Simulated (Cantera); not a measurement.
A Cantera script and its output.

```python
import numpy as np
import cantera as ct

gas = ct.Solution("gri30.yaml")
gas.TPX = 625, 1100000, {'CH4': 1, 'H2': 0.094, 'O2': 1.71, 'N2': 6.41}
inlet = ct.Reservoir(gas, clone=True)
gas.equilibrate("HP")  # start burning
reactor = ct.IdealGasConstPressureReactor(gas, energy="on", clone=False)
exhaust = ct.Reservoir(gas, clone=True)
tau = [0.057, 0.025, 0.011, 0.0047, 0.0021, 0.00089, 0.00039, 0.00017, 7.4e-05][0]
for a, b in ((inlet, reactor), (reactor, exhaust)):
    ct.MassFlowController(a, b, mdot=lambda t: reactor.mass / tau)
net = ct.ReactorNet([reactor])
show = ['CH4', 'H2', 'O2', 'NO', 'C2H']

rows = []
print(f"{'tau/s':>10s}{'T/K':>9s}" + "".join(f"{s:>11s}" for s in show))
for tau in [0.057, 0.025, 0.011, 0.0047, 0.0021, 0.00089, 0.00039, 0.00017, 7.4e-05]:
    net.initial_time = 0.0
    net.advance(30 * tau)
    before = gas.X
    net.advance(40 * tau)
    drift = np.max(np.abs(gas.X - before) / (gas.X + 1e-9))
    rows.append([gas.T, *gas[show].X, drift])
    print(f"{tau:10.3e}{gas.T:9.1f}" + "".join(f"{x:11.3e}" for x in gas[show].X))
```

Output:

```
     tau/s      T/K        CH4         H2         O2         NO        C2H
 5.700e-02   2381.8  5.749e-06  2.559e-02  8.071e-05  3.049e-04  1.671e-11
 2.500e-02   2380.6  1.182e-05  2.560e-02  1.083e-04  3.245e-04  7.051e-11
 1.100e-02   2378.6  2.258e-05  2.563e-02  1.634e-04  3.524e-04  2.698e-10
 4.700e-03   2374.9  4.065e-05  2.568e-02  2.731e-04  3.866e-04  9.468e-10
 2.100e-03   2369.4  6.635e-05  2.576e-02  4.627e-04  4.184e-04  2.735e-09
 8.900e-04   2360.3  1.072e-04  2.590e-02  8.227e-04  4.446e-04  7.556e-09
 3.900e-04   2347.0  1.698e-04  2.614e-02  1.432e-03  4.540e-04  1.871e-08
 1.700e-04   2327.1  2.814e-04  2.651e-02  2.506e-03  4.372e-04  4.571e-08
 7.400e-05   2297.1  5.129e-04  2.705e-02  4.476e-03  3.795e-04  1.161e-07
```

Detailed kinetics in Cantera: GRI-Mech 3.0 (53 species, 325 reactions).
